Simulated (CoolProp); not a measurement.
Vapour-liquid equilibrium of CH2F2 (R32) (1) + R236FA (2) at 246.9 K; x and y are mole fractions of (1).

Model: multi-fluid Helmholtz-energy mixture model, Tillner-Roth 1997 and Pan 2012; pair parameters Bell 2016, in CoolProp.

| x | bubble pressure (MPa) | y at the bubble point | dew pressure at overall composition x (MPa) | liquid density (mol/L) |
|---|---|---|---|---|
| 0.05 | 0.04605 | 0.337 | [?] | 10.31 |
| 0.125 | 0.06813 | 0.582 | 0.03593 | 10.80 |
| 0.2 | 0.09060 | 0.709 | 0.03896 | 11.33 |
| 0.275 | 0.1130 | 0.785 | 0.04254 | 11.90 |
| 0.35 | 0.1352 | 0.836 | 0.04684 | 12.52 |
| 0.425 | 0.1568 | 0.873 | 0.05211 | 13.21 |
| 0.5 | 0.1780 | 0.900 | [?] | 13.96 |
| 0.575 | 0.1988 | 0.922 | 0.06722 | 14.80 |
| 0.65 | 0.2194 | 0.940 | 0.07859 | 15.72 |
| 0.725 | 0.2399 | [?] | 0.09458 | 16.76 |
| 0.8 | 0.2606 | 0.969 | 0.1186 | 17.92 |
| 0.875 | 0.2817 | 0.981 | 0.1583 | 19.25 |
| 0.95 | 0.3035 | 0.993 | 0.2322 | 20.77 |

Task: Fill in the missing entries.

Result: 
- 0.05, dew pressure at overall composition x (MPa): 0.03335
- 0.5, dew pressure at overall composition x (MPa): 0.05871
- 0.725, y at the bubble point: 0.956

No azeotrope shows between x = 0.05 and 0.95.

Pair parameters are fitted to limited data, so mixtures are less certain than the pure fluids.
